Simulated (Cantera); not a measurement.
A freely propagating, adiabatic, planar premixed flame of 28.4 % H2, 11.9 % O2, 59.7 % N2, unburnt at 650 K and 1.00 atm; mixture-averaged transport, grid criteria slope 0.08 and curve 0.16, no radiation.

Computed with Cantera and the H2/O2 subset of GRI-Mech 3.0, which has no nitrogen chemistry. Burning velocities carry a grid error of a few per cent, more on coarse grids.

Predict: laminar burning velocity; thermal thickness; peak x(OH); peak x(HO2); peak x(H).


```json
{
  "laminar_burning_velocity": "749 cm/s",
  "thermal_thickness": "0.515 mm",
  "peak x(OH)": "0.0118",
  "peak x(HO2)": "0.000215",
  "peak x(H)": "0.0611"
}
```
